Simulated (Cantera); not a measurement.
Charge: 1 mol BF₃, 0.15 mol NH₃, a varied amount of H₂, 1.7 mol H₂O, at 1377 °C and 2.40 mbar.

These are equilibrium values from Cantera (NASA tables, ideal gas, pure condensed phases), not measurements of a reactor. Candidate condensed phases: B, BN, B₂O₃, B₃O₃H₃, H₂O; 62 gas species. Gases not in the tables: H₃BO₃. The numbers say what is thermodynamically allowed, not how fast it happens.

Q: At 3.3 mol H₂, list the 7 most abundant gas species with their mole fractions, and the condensed phases.

A: H₂ 0.482, HF 0.286, BOF 0.123, H₂O 0.0832, HBO₂ 0.0130, N₂ 0.0103, H 0.00129. Condensed: gas only.
